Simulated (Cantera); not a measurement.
Input: 1 mol MgO, 0.044 mol C, 1.3 mol H2, equilibrated at 1850 °C and 0.133 bar.

Cantera equilibrium calculation (NASA polynomials, part measured and part estimated; ideal gas, pure solids and liquids). The tables' values for MgH are old estimates; treat these amounts as uncertain. The numbers say what is thermodynamically allowed, not how fast it happens.

```json
[
 {"species": "Mg", "before": "0.0434", "after": "0.341"},
 {"species": "H2O", "before": "0.0124", "after": "0.277"},
 {"species": "H2", "before": "0.903", "after": "0.202"},
 {"species": "OH", "before": "1.59e-5", "after": "0.0210"},
 {"species": "H", "before": "0.00935", "after": "0.124"},
 {"species": "CO", "before": "0.0311", "after": "0.0147"},
 {"species": "O2", "before": "<1e-9", "after": "0.00534"},
 {"species": "O", "before": "1.17e-7", "after": "0.00914"},
 {"species": "MgO", "before": "1.51e-6", "after": "0.00119"},
 {"species": "CO2", "before": "8.50e-5", "after": "0.00401"},
 {"species": "Mg(OH)2", "before": "1.23e-6", "after": "2.75e-5"},
 {"species": "MgOH", "before": "0.000108", "after": "0.00143"},
 {"species": "MgO(s), mol", "before": "0.938", "after": "0.191"}
]
```
Gas species are given as mole fractions.

### Question
What was changed between the two runs?
(A) C from 0.044 to 0.015 mol
(B) pressure from 0.133 bar to 1.20 bar
(C) temperature from 1850 °C to 1350 °C
(D) pressure from 0.133 bar to 17.0 Pa

### Answer
D, pressure from 0.133 bar to 17.0 Pa
